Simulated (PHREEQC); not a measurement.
## Acid rinse or clean: an equilibrium model

Make-up at 25 °C: 0.065 mol HCl, 0.0039 mol CaCl2 and 0.29 mol MnSO4 per kg of water. Closed to the air; pH follows from the charge balance.

The numbers come from PHREEQC with the ion-association model, wateq4f.dat.

Each row changes one thing in this solution. Precipitation was switched off in this run.

```csv
case,pH,ionic strength (mol/kgw),Mn+2 (mol/kgw),MnSO4 (mol/kgw),SO4-2 (mol/kgw),Cl- (mol/kgw)
as made,1.85,0.619,0.156,0.125,0.117,0.0637
HCl from 0.065 to 0.013 mol/kgw,2.60,0.584,0.146,0.142,0.136,0.0183
HCl from 0.065 to 0.0065 mol/kgw,2.91,0.580,0.144,0.144,0.139,0.0126
0.082 mol/kgw HNO3 added,1.41,0.695,0.179,0.101,0.0915,0.0628
temperature from 25 to 80 °C,2.19,0.491,0.130,0.153,0.0791,0.0655
HCl replaced by KCl at the same molality,6.30,0.648,0.146,0.136,0.142,0.0643
CaCl2 left out,1.85,0.611,0.156,0.126,0.117,0.0568
```

Constants without temperature data keep their 25 °C values here.
